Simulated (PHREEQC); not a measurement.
0.58 g of hydrous ferric oxide (600 m²/g; 0.2 weak and 0.005 strong sites per Fe, Dzombak-Morel constants, diffuse double layer) in 1 kg of water with 0.3 mol/kgw of an inert sodium salt and 3.7e-05 mol/kgw MnCl2, at 25 °C; the pH is set by adding NaOH or the inert anion's acid. No oxygen is let in. The system is closed to CO2. No solid was allowed to form.

Base run: PHREEQC, ion-association model, wateq4f.dat. Each further column changes one thing. The table gives surface charge σ (C/m²).

```csv
pH,base,background salt from 0.3 to 0.03 mol/kgw,oxide from 0.58 to 2.9 g/kgw
3,0.368,0.350,0.368
3.38,0.365,0.329,0.365
4.12,0.343,0.258,0.344
4.5,0.318,0.213,0.319
4.88,0.282,0.170,0.283
5.62,0.196,0.102,0.197
6,0.154,0.075,0.154
6.38,0.117,0.054,0.117
7.12,0.060,0.025,0.059
7.5,0.036,0.015,0.035
7.88,0.015,0.006,0.013
8.62,-0.025,-0.010,-0.027
9,-0.048,-0.019,-0.051
```

The oxide is taken as insoluble; below pH 4 it would dissolve.
